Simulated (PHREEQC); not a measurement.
A solution holds 0.0037 mol/kgw NaHSO4, 0.0033 mol/kgw Na2B4O7 and 0.00037 mol/kgw LiCl, at 20 °C. Closed to the air; pH follows from the charge balance.

All values are PHREEQC results (ion-association model, phreeqc.dat), not measurements.

Each row changes one thing in this solution. Precipitation was switched off in this run.

```csv
case,pH,ionic strength (mol/kgw),H3BO3 (mol/kgw),H2BO3- (mol/kgw),NaSO4- (mol/kgw),LiSO4- (mol/kgw),SI of Halite (NaCl)
as made,8.68,0.0141,0.0103,0.00290,0.000111,3.62e-6,-7.09
diluted 2-fold with water,[?],0.00712,0.00515,0.00145,3.19e-5,1.04e-6,-7.67
temperature from 20 to 10 °C,8.76,0.0141,0.0103,0.00290,0.000105,3.65e-6,-7.08
diluted 10-fold with water,8.71,0.00143,0.00103,0.000286,1.56e-6,5.03e-8,-9.02
temperature from 20 to 55 °C,8.41,0.0141,0.0103,0.00288,0.000131,3.49e-6,[?]
```

Question: What belongs in the gaps?

Answer: 
- diluted 2-fold with water, pH: 8.69
- temperature from 20 to 55 °C, SI of Halite (NaCl): -7.13

At this temperature some constants are extrapolated from 25 °C, and those without enthalpy data are left unchanged.
